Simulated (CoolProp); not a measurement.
Toluene at 466.9 K and 0.293 MPa flows at 12 m/s in a round tube of 20 mm bore and 15 µm roughness, fully developed (64/Re and Nu = 3.66 if laminar; Colebrook and Gnielinski if turbulent). Each further row changes one setting.

Model: reference Helmholtz-energy equation of state, Lemmon 2006, in CoolProp. It is a short technical equation, of lower accuracy than the large ones.

```json
[
 {"case": "as stated", "Reynolds number": "166000", "Darcy friction factor": "0.0203", "pressure drop (Pa/m)": "[?]", "heat-transfer coefficient (W/(m² K))": "456", "mass flow (kg/h)": "100"},
 {"case": "velocity 24 m/s", "Reynolds number": "333000", "Darcy friction factor": "[?]", "pressure drop (Pa/m)": "2070", "heat-transfer coefficient (W/(m² K))": "872", "mass flow (kg/h)": "201"},
 {"case": "diameter 40 mm", "Reynolds number": "333000", "Darcy friction factor": "0.0173", "pressure drop (Pa/m)": "[?]", "heat-transfer coefficient (W/(m² K))": "[?]", "mass flow (kg/h)": "[?]"}
]
```

Q: What belongs in the gaps?

A: 
- as stated, pressure drop (Pa/m): 540
- velocity 24 m/s, Darcy friction factor: 0.0194
- diameter 40 mm, pressure drop (Pa/m): 231
- diameter 40 mm, heat-transfer coefficient (W/(m² K)): 386
- diameter 40 mm, mass flow (kg/h): 402

Viscosity comes from a separate model (Avgeri 2015). Thermal conductivity comes from a separate model (Assael 2012).
